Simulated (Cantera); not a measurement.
Feed: 1 mol SiHCl₃, 0.019 mol C₂H₄, 820 mol H₂, equilibrated at 2350 K and 0.180 bar.

These are equilibrium values from Cantera (NASA tables, ideal gas, pure condensed phases), not measurements of a reactor. Candidate condensed phases: C, C₆H₆, C₇H₈, C₈H₁₈, Si, SiC; 109 gas species. The tables' values for SiCl are old estimates; treat these amounts as uncertain. Gases not in the tables: Si₂H₆ and higher silanes. Equilibrium is a limit: real reactors are often held back by kinetics, nucleation or transport.

Base state: H₂ 0.966, H 0.0289, HCl 0.00350, Si 0.000968, SiH 0.000136, Cl 7.50e-5, SiH₂ 6.73e-5, C₂H₂ (acetylene) 1.86e-5 (mole fractions); condensed: gas only.

Q: What changes in the equilibrium state with this change: temperature from 2350 K to 1300 K?

A: 
```tsv
species	before	after
H₂	0.966	0.996
HCl	0.00350	0.00357
SiCl₂	2.58e-6	3.42e-5
H	0.0289	2.60e-6
Si	0.000968	<1e-9
SiH	0.000136	<1e-9
C₂H₂ (acetylene)	1.86e-5	<1e-9
Cl	7.50e-5	7.87e-9
SiCl	1.03e-5	1.90e-9
Si(s), mol	0	0.934
SiC(s), mol	0	0.0346
```
Mutual solubility and eutectic melting of coexisting phases are not modelled.
